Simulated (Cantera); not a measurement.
## Thermodynamics of carbon deposition, reforming and gasification, feed C + O2 + N2 + H2O

Input: 1 mol C, a varied amount of O2, 7.3 mol N2, 0.077 mol H2O, equilibrated at 1827 °C and 4.95 Torr.

Equilibrium computed with Cantera from the NASA thermochemical tables; the gas is ideal and each condensed phase is pure. Candidate condensed phases: C, C6H6, C7H8, C8H18, H2O; 136 gas species. Kinetics and transport are ignored.

| n(O2) (mol) | x N2 | x CO | x CO2 | x H2 | n C(graphite) |
|---|---|---|---|---|---|
| 0.12 | 0.946 | 0.0411 | 1.81e-10 | 0.00738 | 0.668 |
| 0.14 | 0.941 | 0.0461 | 2.28e-10 | 0.00734 | 0.628 |
| 0.17 | 0.934 | 0.0534 | 3.06e-10 | 0.00727 | 0.568 |
| 0.21 | 0.925 | 0.0630 | 4.26e-10 | 0.00719 | 0.488 |
| 0.25 | 0.915 | 0.0724 | 5.62e-10 | 0.00711 | 0.408 |
| 0.31 | 0.902 | 0.0862 | 7.97e-10 | 0.00700 | 0.288 |
| 0.37 | 0.889 | 0.0995 | 1.06e-9 | 0.00689 | 0.168 |
| 0.45 | 0.872 | 0.117 | 1.46e-9 | 0.00674 | 0.00790 |
| 0.55 | 0.870 | 0.102 | 0.0170 | 0.00428 | 0 |
| 0.66 | 0.869 | 0.0794 | 0.0397 | 0.00230 | 0 |
| 0.8 | 0.867 | 0.0523 | 0.0665 | 0.00110 | 0 |
x: gas mole fraction; n: condensed amount in mol.

From 0.12 mol O2 to 0.45 mol O2 the condensed part is C(graphite). From 0.55 mol O2 to 0.8 mol O2 nothing is condensed. The main C-bearing gas is CO at 0.12 mol O2 and CO2 at 0.8 mol O2.
